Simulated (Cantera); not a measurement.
A perfectly stirred reactor is fed with CH4 : H2 : H = 0.015 : 1 : 0.043 (molar parts), at 105 Torr; it is held at 1500 K, and followed from long to short residence time.

Computed with Cantera and GRI-Mech 3.0 (53 species, 325 reactions). GRI-Mech 3.0 stops at C3 and has no aromatics, soot or wall deposition, so with more carbon than oxygen in the feed, carbon stays in small species such as C2H2 where larger ones or solid carbon would form.

x: mole fraction; the columns are a selection and need not sum to one.

```json
[
 {"τ (s)": "0.31", "x CH4": "0.0103", "x H2": "0.987", "x H": "0.000390", "x C2H2": "0.00190", "x C2H": "1.41e-9", "x C2H4": "9.06e-5"},
 {"τ (s)": "0.16", "x CH4": "0.0106", "x H2": "0.987", "x H": "(withheld)", "x C2H2": "0.00176", "x C2H": "(withheld)", "x C2H4": "9.02e-5"},
 {"τ (s)": "0.087", "x CH4": "0.0109", "x H2": "0.987", "x H": "0.000711", "x C2H2": "0.00161", "x C2H": "2.18e-9", "x C2H4": "8.98e-5"},
 {"τ (s)": "0.047", "x CH4": "0.0111", "x H2": "0.986", "x H": "0.000950", "x C2H2": "0.00144", "x C2H": "2.61e-9", "x C2H4": "8.94e-5"},
 {"τ (s)": "0.025", "x CH4": "0.0114", "x H2": "0.986", "x H": "0.00128", "x C2H2": "0.00126", "x C2H": "3.08e-9", "x C2H4": "8.90e-5"},
 {"τ (s)": "0.013", "x CH4": "0.0117", "x H2": "0.985", "x H": "(withheld)", "x C2H2": "(withheld)", "x C2H": "(withheld)", "x C2H4": "8.87e-5"},
 {"τ (s)": "0.0071", "x CH4": "0.0118", "x H2": "0.984", "x H": "0.00233", "x C2H2": "0.000924", "x C2H": "4.12e-9", "x C2H4": "8.86e-5"},
 {"τ (s)": "0.0038", "x CH4": "0.0119", "x H2": "0.983", "x H": "0.00315", "x C2H2": "0.000785", "x C2H": "4.73e-9", "x C2H4": "8.89e-5"},
 {"τ (s)": "0.0020", "x CH4": "0.0119", "x H2": "0.982", "x H": "0.00429", "x C2H2": "0.000667", "x C2H": "5.49e-9", "x C2H4": "8.96e-5"}
]
```

Question: Complete the blanks.

Answer: 
- 0.16, x H: 0.000533
- 0.16, x C2H: 1.79e-9
- 0.013, x H: 0.00175
- 0.013, x C2H2: 0.00108
- 0.013, x C2H: 3.60e-9
